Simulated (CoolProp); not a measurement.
Vapour-liquid equilibrium of dimethyl carbonate (1) + n-nonane (2) at 196.75 °C; x and y are mole fractions of (1).

The numbers come from the multi-fluid Helmholtz-energy mixture model, Zhou 2011 and Lemmon 2006; pair parameters Bell 2016 in CoolProp.

```json
[
 {"x": "0.05", "bubble pressure (MPa)": "0.3876", "y at the bubble point": "0.243", "dew pressure at overall composition x (MPa)": "0.3129", "liquid density (mol/L)": "[?]"},
 {"x": "0.15", "bubble pressure (MPa)": "0.5575", "y at the bubble point": "0.499", "dew pressure at overall composition x (MPa)": "0.3479", "liquid density (mol/L)": "4.724"},
 {"x": "0.25", "bubble pressure (MPa)": "0.7051", "y at the bubble point": "0.626", "dew pressure at overall composition x (MPa)": "0.3910", "liquid density (mol/L)": "[?]"},
 {"x": "0.35", "bubble pressure (MPa)": "[?]", "y at the bubble point": "0.703", "dew pressure at overall composition x (MPa)": "0.4452", "liquid density (mol/L)": "5.249"},
 {"x": "0.45", "bubble pressure (MPa)": "0.9270", "y at the bubble point": "0.755", "dew pressure at overall composition x (MPa)": "[?]", "liquid density (mol/L)": "[?]"},
 {"x": "0.55", "bubble pressure (MPa)": "[?]", "y at the bubble point": "0.796", "dew pressure at overall composition x (MPa)": "0.6097", "liquid density (mol/L)": "5.937"},
 {"x": "0.65", "bubble pressure (MPa)": "1.079", "y at the bubble point": "0.832", "dew pressure at overall composition x (MPa)": "0.7399", "liquid density (mol/L)": "6.378"},
 {"x": "0.75", "bubble pressure (MPa)": "1.142", "y at the bubble point": "0.869", "dew pressure at overall composition x (MPa)": "0.9171", "liquid density (mol/L)": "6.914"},
 {"x": "0.85", "bubble pressure (MPa)": "1.199", "y at the bubble point": "0.911", "dew pressure at overall composition x (MPa)": "[?]", "liquid density (mol/L)": "7.574"},
 {"x": "0.95", "bubble pressure (MPa)": "1.250", "y at the bubble point": "0.965", "dew pressure at overall composition x (MPa)": "1.238", "liquid density (mol/L)": "8.395"}
]
```

Problem. Some entries are withheld; supply them.

Solution. 
- 0.05, liquid density (mol/L): 4.500
- 0.25, liquid density (mol/L): 4.972
- 0.35, bubble pressure (MPa): 0.8275
- 0.45, dew pressure at overall composition x (MPa): 0.5154
- 0.45, liquid density (mol/L): 5.566
- 0.55, bubble pressure (MPa): 1.009
- 0.85, dew pressure at overall composition x (MPa): 1.111

No azeotrope shows between x = 0.05 and 0.95.

Pair parameters are fitted to limited data, so mixtures are less certain than the pure fluids.
